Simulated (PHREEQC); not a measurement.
0.5 mol of Basaluminite (Al4(OH)10SO4) is brought to equilibrium with 1 kg of water, with rising amounts of Al(NO3)3, at 25 °C. Oxygen alone is held at its pressure in air (log pO2 = -0.68). No CO2 enters from the air. Names ending in (a), (am) or -a are amorphous solids. Solids allowed: Basaluminite, Al(OH)3(a). Others were left out.

All values are PHREEQC results (ion-association model, wateq4f.dat), not measurements.

| Al(NO3)3 added (mol) | pH | dissolved S (mol/kgw) | AlSO4+ (mol/kgw) | SO4-2 (mol/kgw) |
|---|---|---|---|---|
| 0 | 6.21 | 5.47e-7 | 9.12e-12 | 5.47e-7 |
| 0.00833 | 3.92 | 2.23e-5 | 1.73e-5 | 4.97e-6 |
| 0.0167 | 3.84 | 3.75e-5 | 3.05e-5 | 6.91e-6 |
| 0.025 | 3.80 | 5.07e-5 | 4.22e-5 | 8.45e-6 |
| 0.0333 | 3.77 | 6.29e-5 | 5.31e-5 | 9.76e-6 |
| 0.0417 | 3.75 | 7.45e-5 | 6.35e-5 | 1.09e-5 |
| 0.05 | 3.73 | 8.55e-5 | 7.34e-5 | 1.20e-5 |
| 0.0583 | 3.71 | 9.60e-5 | 8.30e-5 | 1.29e-5 |
| 0.0667 | 3.70 | 0.000106 | 9.24e-5 | 1.38e-5 |
| 0.075 | 3.69 | 0.000116 | 0.000101 | 1.46e-5 |
| 0.0833 | 3.68 | 0.000126 | 0.000110 | 1.54e-5 |
| 0.0917 | 3.67 | 0.000135 | 0.000119 | 1.62e-5 |
| 0.1 | 3.66 | 0.000145 | 0.000128 | 1.68e-5 |

Complexes and solids missing from the database can't appear.
